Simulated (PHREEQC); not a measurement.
Make-up at 20 °C: 18 mmol/kgw Cu(BF4)2, 6.3 mmol/kgw HNO3 and 0.056 mmol/kgw NaCl. Closed to the air; pH follows from the charge balance.

Model: ion-association model, wateq4f.dat, run in PHREEQC.

This is a speciation only: nothing precipitates in the calculation.

Estimate the pH, ionic strength.

pH 2.28; ionic strength 0.0599 mol/kgw.

In which forms is B present?

BF4- 91 %, BF3OH- 4.7 %, H3BO3 3.9 %, BF2(OH)2- 0.8 % of the B.

Real BF4- forms and hydrolyses slowly; the run takes it at equilibrium.
